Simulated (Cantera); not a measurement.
A Cantera script and its output.

```python
import numpy as np
import cantera as ct

gas = ct.Solution("h2o2.yaml")
gas.TPX = 425, 130000, {'H2': 1, 'O2': 0.877, 'N2': 3.3, 'H2O': 0.33}
flame = ct.FreeFlame(gas, width=0.033)
flame.set_refine_criteria(ratio=3, slope=0.08, curve=0.16)
flame.transport_model = "mixture-averaged"
flame.solve(loglevel=0, auto=True)
z, T = flame.grid, flame.T
thick = (T[-1] - T[0]) / np.gradient(T, z).max()
show = ['H2', 'O2', 'H2O', 'OH', 'O', 'HO2']
print(f"laminar burning velocity  {flame.velocity[0] * 100:.3f} cm/s")
print(f"burnt temperature         {T[-1]:.1f} K")
print(f"thermal thickness         {thick * 1e3:.4f} mm")
print(f"grid points               {len(z)}")
z0 = z[flame.heat_release_rate.argmax()]
print(f"{'z/mm':>9s}{'T/K':>9s}{'u/(m/s)':>9s}" + "".join(f"{s:>11s}" for s in show))
rows = []
for k in (-3, -2, -1.5, -1, -0.5, -0.25, 0, 0.25, 0.5, 1, 2, 4, 8):
    zz = z0 + k * thick
    rows.append([k * thick, np.interp(zz, z, T), np.interp(zz, z, flame.velocity),
                 *(np.interp(zz, z, flame.X[gas.species_index(s)]) for s in show)])
    print(f"{rows[-1][0] * 1e3:9.3f}{rows[-1][1]:9.1f}{rows[-1][2]:9.3f}" + "".join(f"{x:11.3e}" for x in rows[-1][3:]))
```

Result:

```
laminar burning velocity  93.010 cm/s
burnt temperature         1738.4 K
thermal thickness         0.3140 mm
grid points               108
     z/mm      T/K  u/(m/s)         H2         O2        H2O         OH          O        HO2
   -0.942    425.1    0.929  1.803e-01  1.595e-01  6.003e-02  4.080e-13  4.766e-11  1.493e-08
   -0.628    425.8    0.927  1.766e-01  1.602e-01  6.037e-02  8.957e-12  9.390e-10  2.405e-07
   -0.471    429.0    0.927  1.698e-01  1.615e-01  6.117e-02  1.349e-10  7.016e-09  2.029e-06
   -0.314    445.0    0.945  1.535e-01  1.640e-01  6.406e-02  4.502e-09  5.735e-08  1.620e-05
   -0.157    609.1    1.246  1.087e-01  1.627e-01  8.822e-02  2.631e-05  8.186e-06  3.328e-04
   -0.079    891.4    1.794  7.387e-02  1.473e-01  1.291e-01  3.921e-04  2.098e-04  3.314e-04
    0.000   1197.7    2.395  4.025e-02  1.207e-01  1.805e-01  1.504e-03  1.460e-03  1.707e-04
    0.079   1404.6    2.805  1.824e-02  9.789e-02  2.181e-01  3.593e-03  2.957e-03  1.005e-04
    0.157   1522.1    3.038  8.894e-03  8.690e-02  2.358e-01  5.043e-03  3.247e-03  6.817e-05
    0.314   1630.5    3.247  3.825e-03  8.119e-02  2.473e-01  5.289e-03  2.263e-03  3.923e-05
    0.628   1697.1    3.372  1.518e-03  7.981e-02  2.534e-01  3.856e-03  9.465e-04  1.748e-05
    1.256   1725.0    3.423  4.569e-04  7.976e-02  2.564e-01  2.233e-03  2.864e-04  5.898e-06
    2.512   1734.4    3.440  1.248e-04  7.994e-02  2.575e-01  1.217e-03  8.140e-05  1.906e-06
```

Cantera simulation using the H2/O2 subset of GRI-Mech 3.0, which has no nitrogen chemistry; the numbers are that mechanism's predictions, not measurements. Burning velocities carry a grid error of a few per cent, more on coarse grids. Lean hydrogen flames are cellular in practice and burn faster than this planar one.
